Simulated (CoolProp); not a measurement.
Saturation properties of c-C4F8 (RC318) (Tc = 388.4 K, pc = 2778 kPa, ω = 0.355).

The numbers come from the reference Helmholtz-energy equation of state, Platzer 1990 in CoolProp. This equation is an older, rougher fit; its heat capacities, sound speeds and derivatives of the liquid may be far off and weren't checked against measurements.

```json
[
 {"T (K)": "299.9", "p (kPa)": "330.4", "liquid density (kg/m³)": "1491", "vapour density (kg/m³)": "29.61", "vapour viscosity (µPa s)": "10.9", "liquid conductivity (mW/(m K))": "64.8"},
 {"T (K)": "304.4", "p (kPa)": "379.8", "liquid density (kg/m³)": "1473", "vapour density (kg/m³)": "33.96", "vapour viscosity (µPa s)": "11.2", "liquid conductivity (mW/(m K))": "63.6"},
 {"T (K)": "308.9", "p (kPa)": "434.7", "liquid density (kg/m³)": "1454", "vapour density (kg/m³)": "38.83", "vapour viscosity (µPa s)": "11.5", "liquid conductivity (mW/(m K))": "62.4"},
 {"T (K)": "313.5", "p (kPa)": "496.7", "liquid density (kg/m³)": "1434", "vapour density (kg/m³)": "44.40", "vapour viscosity (µPa s)": "11.8", "liquid conductivity (mW/(m K))": "61.1"},
 {"T (K)": "318", "p (kPa)": "563.6", "liquid density (kg/m³)": "1413", "vapour density (kg/m³)": "50.47", "vapour viscosity (µPa s)": "12.1", "liquid conductivity (mW/(m K))": "59.9"},
 {"T (K)": "322.6", "p (kPa)": "638.7", "liquid density (kg/m³)": "1392", "vapour density (kg/m³)": "57.41", "vapour viscosity (µPa s)": "12.4", "liquid conductivity (mW/(m K))": "58.6"},
 {"T (K)": "327.1", "p (kPa)": "719.2", "liquid density (kg/m³)": "1371", "vapour density (kg/m³)": "64.98", "vapour viscosity (µPa s)": "12.7", "liquid conductivity (mW/(m K))": "57.3"},
 {"T (K)": "331.6", "p (kPa)": "807.0", "liquid density (kg/m³)": "1348", "vapour density (kg/m³)": "73.44", "vapour viscosity (µPa s)": "13.1", "liquid conductivity (mW/(m K))": "56.0"}
]
```

It boils at 267.2 K under 1 atm.

Viscosity comes from a separate model (Huber 2003), an estimate that may be off by 10 % or more. Thermal conductivity comes from a separate model (Huber 2003), an estimate that may be off by 10 % or more.
